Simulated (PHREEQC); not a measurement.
**Brackish or sea water: speciation**

A made-up water analysis in mg/kgw, 3.8 °C, pH 6.91, pe 11.2: Na 2840; K 50.1; Ca 1550; Mg 309; Cl 11300; S(6) as SO4 1920; Alkalinity as HCO3 0.334; O(0) (dissolved oxygen) 2.17.

Valence states are taken as typed.

All values are PHREEQC results (ion-association model, phreeqc.dat), not measurements.

This is a speciation only: nothing precipitates in the calculation.

Question: What ionic strength does the model give?

Answer: ionic strength 0.338 mol/kgw.

Question: In which forms is Na present?

Answer: Na+ 99 %, NaSO4- 1.4 % of the Na.

Saturation is exceeded, for instance for Gypsum; the values hold only as long as no solid forms. At this temperature some constants are extrapolated from 25 °C, and those without enthalpy data are left unchanged.
